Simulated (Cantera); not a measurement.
Charge: 1 mol Pb, 9.1 mol H2, at 1173 K.

These are equilibrium values from Cantera (NASA tables, ideal gas, pure condensed phases), not measurements of a reactor. Candidate condensed phases: Pb; 4 gas species. The numbers say what is thermodynamically allowed, not how fast it happens.

log p: log10 of the partial pressure in bar; n: condensed amount in mol.

```json
[
 {"P (Pa)": "10", "log p H2": "-4.05", "log p Pb": "-5.00", "log p H": "[?]", "log p Pb2": "-11.18", "n Pb(l)": "0"},
 {"P (Pa)": "68", "log p H2": "-3.21", "log p Pb": "-4.17", "log p H": "[?]", "log p Pb2": "-9.52", "n Pb(l)": "0"},
 {"P (Pa)": "460", "log p H2": "-2.38", "log p Pb": "-3.37", "log p H": "[?]", "log p Pb2": "-7.93", "n Pb(l)": "0.0814"},
 {"P (Pa)": "3200", "log p H2": "-1.50", "log p Pb": "-3.37", "log p H": "[?]", "log p Pb2": "-7.93", "n Pb(l)": "0.878"},
 {"P (Pa)": "22000", "log p H2": "-0.66", "log p Pb": "-3.37", "log p H": "[?]", "log p Pb2": "-7.93", "n Pb(l)": "0.983"},
 {"P (Pa)": "150000", "log p H2": "0.18", "log p Pb": "-3.37", "log p H": "[?]", "log p Pb2": "-7.93", "n Pb(l)": "0.997"},
 {"P (Pa)": "1000000", "log p H2": "1.00", "log p Pb": "-3.37", "log p H": "[?]", "log p Pb2": "-7.93", "n Pb(l)": "1.000"}
]
```

**Question.** What belongs in the gaps?

**Answer.** 
- 10, log p H: -8.95
- 68, log p H: -8.53
- 460, log p H: -8.12
- 3200, log p H: -7.68
- 22000, log p H: -7.26
- 150000, log p H: -6.84
- 1000000, log p H: -6.43
